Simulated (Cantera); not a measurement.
An isothermal, constant-pressure homogeneous reactor starts with N2O : N2 = 1 : 0.99 (molar parts), at 1448 K and 825 Torr. Integrator tolerance rtol = 1e-08.

Model: GRI-Mech 3.0 (53 species, 325 reactions), integrated in Cantera. GRI-Mech 3.0 was tuned for natural gas; its chemistry of N2O as a main component is partial and can be far from experiment. The temperature is held fixed by assumption; the heat of reaction is taken as removed at once.

Task: What does this change do: N2 0.99 to 0.35 parts?

Result: 
```tsv
quantity	before	after
x(N2O) at 60.0 s	1.46e-6 (gas-phase equilibrium 6.12e-8)	2.52e-6 (gas-phase equilibrium 6.48e-8)
x(NO) at 60.0 s	0.0664 (gas-phase equilibrium 0.000929)	0.0880 (gas-phase equilibrium 0.00103)
x(NO2) at 60.0 s	0.000391 (gas-phase equilibrium 5.99e-6)	0.000602 (gas-phase equilibrium 7.70e-6)
x(O2) at 60.0 s	0.167 (gas-phase equilibrium 0.200)	0.226 (gas-phase equilibrium 0.270)
x(N2) at 60.0 s	0.766 (gas-phase equilibrium 0.799)	0.686 (gas-phase equilibrium 0.729)
```

Task: What does this change do: N2O 1 to 6.3 parts?

Result: 
```csv
quantity,before,after
x(N2O) at 60.0 s,1.46e-6 (gas-phase equilibrium 6.12e-8),3.08e-6 (gas-phase equilibrium 6.56e-8)
x(NO) at 60.0 s,0.0664 (gas-phase equilibrium 0.000929),0.0976 (gas-phase equilibrium 0.00106)
x(NO2) at 60.0 s,0.000391 (gas-phase equilibrium 5.99e-6),0.000706 (gas-phase equilibrium 8.42e-6)
x(O2) at 60.0 s,0.167 (gas-phase equilibrium 0.200),0.252 (gas-phase equilibrium 0.301)
x(N2) at 60.0 s,0.766 (gas-phase equilibrium 0.799),0.649 (gas-phase equilibrium 0.698)
```
